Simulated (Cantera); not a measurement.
A perfectly stirred reactor is fed with 8.98 % CH4, 1.62 % H2, 18.8 % O2, 70.6 % N2, equivalence ratio 1.0, at 490000 Pa; it is adiabatic with a 525 K inlet, and is followed from long to short residence time, starting on the burning branch (τ in s: 0.056, 0.021, 0.0081, 0.0031, 0.0012, 0.00045, 0.00017, 6.5e-05, 2.5e-05, 9.4e-06).

Cantera simulation using GRI-Mech 3.0 (53 species, 325 reactions); the numbers are that mechanism's predictions, not measurements.

One state of this run: T (K) = 2372; x CH4 = 8.22e-6; x H2 = 0.00461; x O2 = 0.00635; x HO2 = 1.79e-6; x C2H2 = 4.82e-9. x: mole fraction; the columns are a selection and need not sum to one.

Task: Which value of τ (s) does it belong to?
(A) 0.0081
(B) 0.00045
(C) 2.5e-5
(D) 9.4e-6

Result: A, 0.0081
